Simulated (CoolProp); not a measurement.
Octamethyltrisiloxane (MDM) along the isobar 21.6 bar: fugacity coefficient from the reference equation and from simpler models built on Tc = 565.4 K, pc = 14.38 bar, ω = 0.528; each cubic takes its own stable root.

Values from CoolProp's reference Helmholtz-energy equation of state, Thol 2017.

```
T (K)   phase  reference
-----  ------  ---------
430.7  liquid    0.06042
438.7  liquid    0.07264
446.7  liquid    0.08647
454.7  liquid     0.1020
462.7  liquid     0.1192
470.7  liquid     0.1382
478.8  liquid     0.1593
486.8  liquid     0.1819
494.8  liquid     0.2063
502.8  liquid     0.2323
510.8  liquid     0.2599
518.9  liquid     0.2895
526.9  liquid     0.3200
```

### Question
How far does each simpler model (van der Waals, Redlich-Kwong, Soave-Redlich-Kwong) lie from the reference over these 13 states: mean and median of the absolute difference, and the worst?

### Answer
- van der Waals: mean 122.1 %, median 103.8 %, worst +268.3 % at 430.7 K and 21.6 bar
- Redlich-Kwong: mean 53.5 %, median 48.1 %, worst +106.9 % at 430.7 K and 21.6 bar
- Soave-Redlich-Kwong: mean 2.7 %, median 2.8 %, worst +3.4 % at 526.9 K and 21.6 bar
